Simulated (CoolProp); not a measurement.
R365MFC along the isobar 98.1 bar: Z from the reference equation and from simpler models built on Tc = 460.0 K, pc = 32.66 bar, ω = 0.377; each cubic takes its own stable root.

Model: reference Helmholtz-energy equation of state, Lemmon 2016, in CoolProp.

```tsv
T (K)	phase	reference
396.2	liquid	0.4118
404.2	liquid	0.4113
412.1	liquid	0.4112
420.1	liquid	0.4118
428.1	liquid	0.4130
436.1	liquid	0.4150
444.1	liquid	0.4177
452.1	liquid	0.4213
460.1	supercritical	0.4259
468.1	supercritical	0.4316
476	supercritical	0.4386
484	supercritical	0.4472
492	supercritical	0.4576
500	supercritical	0.4701
```

How far does each simpler model (van der Waals, Redlich-Kwong, Soave-Redlich-Kwong, Peng-Robinson) lie from the reference over these 14 states: mean and median of the absolute difference, and the worst?


- van der Waals: mean 40.4 %, median 41.8 %, worst +50.4 % at 396.2 K and 98.1 bar
- Redlich-Kwong: mean 10.7 %, median 11.4 %, worst +11.9 % at 412.1 K and 98.1 bar
- Soave-Redlich-Kwong: mean 10.4 %, median 10.2 %, worst +13.2 % at 500 K and 98.1 bar
- Peng-Robinson: mean 2.3 %, median 2.4 %, worst -4.1 % at 396.2 K and 98.1 bar
